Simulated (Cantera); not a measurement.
Feed: 1 mol (CH3)2SiCl2, 0.074 mol C2H2, 36 mol H2, at 56.0 mbar.

Method: chemical equilibrium by Gibbs-energy minimisation in Cantera with the NASA 1993 tables (ideal gas, pure condensed phases). Candidate condensed phases: C, C6H6, C7H8, C8H18, Si, SiC; 109 gas species. The feed counts by its element totals alone. Equilibrium is a limit: real reactors are often held back by kinetics, nucleation or transport.

Over these rows the condensed part is C(graphite) + SiC(s). Partial pressures as log10 of bar:

```json
[
 {"T (K)": "900", "1000/T (1/K)": "1.1111", "log p SiCl4": "-3.72", "log p H2": "-1.28", "log p HCl": "-2.69"},
 {"T (K)": "1100", "1000/T (1/K)": "0.9091", "log p SiCl4": "?", "log p H2": "-1.27", "log p HCl": "-2.56"},
 {"T (K)": "1300", "1000/T (1/K)": "0.7692", "log p SiCl4": "-6.91", "log p H2": "-1.27", "log p HCl": "-2.55"},
 {"T (K)": "1500", "1000/T (1/K)": "0.6667", "log p SiCl4": "-8.01", "log p H2": "-1.27", "log p HCl": "-2.55"},
 {"T (K)": "1700", "1000/T (1/K)": "0.5882", "log p SiCl4": "-8.85", "log p H2": "-1.27", "log p HCl": "-2.56"},
 {"T (K)": "1900", "1000/T (1/K)": "0.5263", "log p SiCl4": "-9.51", "log p H2": "-1.28", "log p HCl": "-2.56"}
]
```

Problem. Fit log p(SiCl4) = a + b·(1000/T) to the five rows, give the apparent enthalpy, and predict the row at 1100 K.

Solution. Means: 1000/T = 0.7323, log p = -7.400. Sxy = 2.095686, Sxx = 0.2123552, so b = 9.87 and a = -7.400 − (9.87)×0.7323 = -14.63.
Apparent enthalpy: −19.145 × (9.87) = -189 kJ/mol. With the condensed phases at unit activity, SiC(s) + 4 HCl(g) = SiCl4(g) + C(graphite) + 2 H2(g) links this pressure to the main gases: over the six rows their terms move log p by +0.52 in all, so the slope isn't that reaction's ΔH° alone. The five rows lie within 0.13 of the line; that is curvature, so one enthalpy describes this range poorly.
Prediction at 1100 K: -14.63 + (9.87)×0.9091 = -5.66. The computed value is -5.40, 0.26 from the line.
